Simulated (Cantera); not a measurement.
Input: 1 mol Si, 0.54 mol H₂O, 0.07 mol O₂, at 1402 °C and 120000 Pa.

These are equilibrium values from Cantera (NASA tables, ideal gas, pure condensed phases), not measurements of a reactor. Candidate condensed phases: H₂O, Si, SiO₂; 18 gas species. Mutual solubility and eutectic melting of coexisting phases are not modelled. The tables hold silica as quartz up to 1696 K and as liquid above; real silica turns to tridymite and cristobalite and melts near 1996 K. Gases not in the tables: Si₂H₆ and higher silanes. Kinetics and transport are ignored.

Base state: H₂ 0.992, SiO 0.00741, H 0.000106, H₂O 1.75e-5, SiH₂ 1.12e-5 (mole fractions); condensed: Si(s) + SiO₂(β-quartz).

Problem. What changes in the equilibrium state with this change: temperature from 1402 °C to 450 °C?

Solution. 
```
species                before  after
-------------------  --------  -----
H₂                      0.992   1.00
SiO                   0.00741  <1e-9
H                    0.000106  <1e-9
H₂O                   1.75e-5  <1e-9
SiH₂                  1.12e-5  <1e-9
Si(s), mol              0.658  0.660
SiO₂(β-quartz), mol     0.338      0
SiO₂(α-quartz), mol         0  0.340
```
